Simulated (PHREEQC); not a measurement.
Consider water at 20 °C with 0.0011 mol/kgw LiBr and 0.16 mol/kgw SrCl2. Closed to the air; pH follows from the charge balance.

Model: ion-association model, phreeqc.dat, run in PHREEQC.

```json
{
 "ionic_strength": "0.481 mol/kgw",
 "activity_of_water": "0.992",
 "specific_conductance": "24300 µS/cm",
 "density": "1.020 g/cm³"
}
```

```tsv
species	molality	activity	log γ
Cl-	0.320	0.209	-0.184
Sr+2	0.160	0.0420	-0.581
Br-	0.00110	0.000681	-0.209
Li+	0.00110	0.000782	-0.148
H+	1.34e-7	1.03e-7	-0.115
OH-	1.04e-7	6.61e-8	-0.195
SrOH+	3.03e-8	2.08e-8	-0.164
```

This is a speciation only: nothing precipitates in the calculation. Species that the database lacks are ignored.
